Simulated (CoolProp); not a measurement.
Saturation properties of trans-2-butene.

Values from CoolProp's reference Helmholtz-energy equation of state, Lemmon 2005. It is a short technical equation, of lower accuracy than the large ones.

```csv
T (K),p (kPa),liquid density (kg/m³),vapour density (kg/m³),enthalpy of vaporisation (kJ/kg),liquid cp (kJ/(kg K)),surface tension (mN/m)
245.1,28.87,657.9,0.8095,430.7,2.120,19.8
268,80.01,633.2,2.090,410.7,2.199,?
290.8,184.4,607.3,4.568,389.0,2.295,14.0
313.6,371.3,579.5,8.888,364.5,2.411,11.2
336.5,676.4,549.0,15.98,335.9,2.558,8.60
359.3,1135,514.6,27.20,?,2.756,6.12
382.2,1796,473.4,45.35,?,3.070,3.80
405,2707,419.0,77.47,198.5,3.803,1.74
```

**Question.** Fill in the missing entries.

**Answer.** 
- 268, surface tension (mN/m): 16.8
- 359.3, enthalpy of vaporisation (kJ/kg): 301.9
- 382.2, enthalpy of vaporisation (kJ/kg): 258.7

It boils at 274.0 K under 1 atm.

Surface tension comes from a separate correlation (Mulero 2014).
